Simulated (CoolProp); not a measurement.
Chloromethane (R40) at 298.15 K and 0.461 MPa is compressed adiabatically to 0.988 MPa with isentropic efficiency 0.9. Each further row changes one setting.

Values from CoolProp's reference Helmholtz-energy equation of state, Thol 2014.

```csv
case,work (kJ/kg),final temperature (K),final density (kg/m³)
as stated,40.8,352.3,18.9
efficiency 1,36.7,348.4,19.2
efficiency 0.65,56.5,367.1,17.9
```
